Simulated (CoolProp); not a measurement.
Dimethyl ether along the isobar 5.9 MPa: fugacity coefficient from the reference equation and from simpler models built on Tc = 400.4 K, pc = 5.337 MPa, ω = 0.196; each cubic takes its own stable root.

Computed with CoolProp (reference Helmholtz-energy equation of state, Wu 2011).

```json
[
 {"T (K)": "361", "phase": "liquid", "reference": "0.3681"},
 {"T (K)": "381.5", "phase": "liquid", "reference": "0.4876"},
 {"T (K)": "402", "phase": "supercritical", "reference": "0.6105"},
 {"T (K)": "422.5", "phase": "supercritical", "reference": "0.6873"},
 {"T (K)": "443", "phase": "supercritical", "reference": "0.7351"},
 {"T (K)": "463.5", "phase": "supercritical", "reference": "0.7723"},
 {"T (K)": "484", "phase": "supercritical", "reference": "0.8026"},
 {"T (K)": "504.5", "phase": "supercritical", "reference": "0.8278"},
 {"T (K)": "525", "phase": "supercritical", "reference": "0.8491"}
]
```

Question: How far does each simpler model (Soave-Redlich-Kwong, Peng-Robinson) lie from the reference over these 9 states: mean and median of the absolute difference, and the worst?

Answer: 
- Soave-Redlich-Kwong: mean 2.5 %, median 2.1 %, worst +4.4 % at 361 K and 5.9 MPa
- Peng-Robinson: mean 1.0 %, median 1.1 %, worst -1.7 % at 422.5 K and 5.9 MPa
